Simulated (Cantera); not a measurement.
Input: 1 mol CS2, 0.42 mol H2, 0.69 mol SO2, held at 2152 °C and 0.170 bar.

These are equilibrium values from Cantera (NASA tables, ideal gas, pure condensed phases), not measurements of a reactor. Candidate condensed phases: C, C6H6, C7H8, C8H18, H2O, H2SO4, S; 123 gas species. The numbers say what is thermodynamically allowed, not how fast it happens.

Base state: S2 0.377, CO 0.324, H2 0.0916, SO 0.0548, S 0.0472, SH 0.0289, H2O 0.0241, SO2 0.0166 (mole fractions); condensed: gas only.

Task: What changes in the equilibrium state with this change: SO2 from 0.69 to 0.98 mol?

Result: 
| species | before | after |
|---|---|---|
| S2 | 0.377 | 0.334 |
| CO | 0.324 | 0.281 |
| SO | 0.0548 | 0.103 |
| SO2 | 0.0166 | 0.0624 |
| CO2 | 0.0143 | 0.0247 |
| H2O | 0.0241 | 0.0368 |
| H2 | 0.0916 | 0.0698 |
| SH | 0.0289 | 0.0237 |
| H | 0.0131 | 0.0115 |
| S | 0.0472 | 0.0444 |
| O2 | 6.82e-6 | 2.73e-5 |
| O | 6.27e-5 | 0.000125 |

Task: What changes in the equilibrium state with this change: H2 from 0.42 to 0.046 mol?

Result: 
| species | before | after |
|---|---|---|
| S2 | 0.377 | 0.439 |
| CO | 0.324 | 0.367 |
| SO | 0.0548 | 0.0709 |
| H2 | 0.0916 | 0.00806 |
| H2O | 0.0241 | 0.00255 |
| H | 0.0131 | 0.00390 |
| SH | 0.0289 | 0.00924 |
| SO2 | 0.0166 | 0.0257 |
| CO2 | 0.0143 | 0.0194 |
| S | 0.0472 | 0.0509 |
| H2S | 0.00528 | 0.000501 |
| OH | 0.000656 | 0.000233 |
| S2O | 0.00174 | 0.00243 |
| COS | 0.000727 | 0.000888 |
| O | 6.27e-5 | 7.52e-5 |

Task: What changes in the equilibrium state with this change: H2 from 0.42 to 0.055 mol?

Result: 
| species | before | after |
|---|---|---|
| S2 | 0.377 | 0.437 |
| CO | 0.324 | 0.365 |
| SO | 0.0548 | 0.0704 |
| H2 | 0.0916 | 0.01000 |
| H2O | 0.0241 | 0.00315 |
| H | 0.0131 | 0.00434 |
| SH | 0.0289 | 0.0103 |
| SO2 | 0.0166 | 0.0255 |
| CO2 | 0.0143 | 0.0192 |
| S | 0.0472 | 0.0508 |
| H2S | 0.00528 | 0.000620 |
| OH | 0.000656 | 0.000259 |
| S2O | 0.00174 | 0.00241 |
